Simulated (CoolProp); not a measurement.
Computed with CoolProp (reference Helmholtz-energy equation of state, Schroeder 2014).

Problem. For ethanol, give the phase and the density (kg/m³), cv (kJ/(kg K)), speed of sound (m/s) at 192.65 °C and 13.1 bar; 209.65 °C and 4.69 bar; 191.05 °C and 3.25 bar.

Solution. 
- 192.65 °C and 13.1 bar: gas; density 17.6, cv 2.04, speed of sound 280
- 209.65 °C and 4.69 bar: gas; density 5.56, cv 1.91, speed of sound 302
- 191.05 °C and 3.25 bar: gas; density 3.98, cv 1.85, speed of sound 298
